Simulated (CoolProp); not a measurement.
Vapour-liquid equilibrium of sulfur hexafluoride (1) + CH2F2 (R32) (2) at 274.5 K; x and y are mole fractions of (1).

Model: multi-fluid Helmholtz-energy mixture model, Guder 2009 and Tillner-Roth 1997; pair parameters Bell 2016, in CoolProp.

### Question
Give the bubble pressure and the first vapour's composition at x = 0.05, 0.5, 0.8. Is there an azeotrope?

### Answer
x = 0.05: 1.121 MPa, y = 0.241; x = 0.5: 1.715 MPa, y = 0.573; x = 0.8: 1.663 MPa, y = 0.709. y crosses x between x = 0.5 and 0.65: the model has an azeotrope there.

The pair parameters rest on a limited set of measurements; away from them the model extrapolates. With so large a gap from Raoult's law the liquid may split in two, which this calculation doesn't test in full.
